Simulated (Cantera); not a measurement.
# Thermodynamics of roasting and sulfation, feed MgCO3 + SO3 + H2O

Feed: 1 mol MgCO3, 0.066 mol SO3, 3.4 mol H2O, at 1723.15 K and 290000 Pa.

These are equilibrium values from Cantera (NASA tables, ideal gas, pure condensed phases), not measurements of a reactor. Candidate condensed phases: C, C6H6, C7H8, C8H18, H2O, H2SO4, Mg, MgCO3, MgO, Mg(OH)2, MgS, MgSO4, S; 130 gas species. Kinetics and transport are ignored.

The x(H2O) comes out as 0.755 and the x(CO2) is 0.222. The x(SO2) is 0.0146 and the x(O2) is 0.00735. The x(OH) comes out as 0.000387 and the x(CO) is 0.000136. The x(H2) comes out as 0.000132 and the x(SO3) is 2.98e-5. The x(O) is 2.87e-6. The n(MgO(s)) is 1.000 mol and the gas amount comes out as 4.500 mol. The log10 activity of S(l) (absent) is -8.26 and the log10 activity of C(graphite) (absent) comes out as -10.53. The log10 activity of Mg(l) (absent) comes out as -11.58.
